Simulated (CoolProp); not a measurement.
A simple Rankine cycle with chloromethane (R40): condensing at 305.15 K, boiler at 5.72 MPa, turbine inlet 421.2 K, turbine efficiency 0.65, pump efficiency 0.8, no recuperator. Each further row changes one setting.

Values from CoolProp's reference Helmholtz-energy equation of state, Thol 2014.

| case | thermal efficiency (%) | net work (kJ/kg) | heat in (kJ/kg) | turbine exit temperature (K) | volume ratio over the turbine |
|---|---|---|---|---|---|
| as stated | 12.3 | 47.6 | 388 | 305.1 | 7.90 |
| turbine inlet 441.2 K | 12.9 | 54.9 | 426 | 311.0 | 7.30 |
| condensing temperature 297.15 K | 13.2 | 53.0 | 401 | 297.1 | 9.80 |
| boiler pressure 4 MPa | 11.4 | 48.8 | 429 | 319.3 | 5.11 |
| turbine efficiency 0.55 | 10.1 | 39.2 | 388 | 305.1 | 8.09 |

The expansion ends wet for: as stated; condensing temperature 297.15 K; turbine efficiency 0.55.
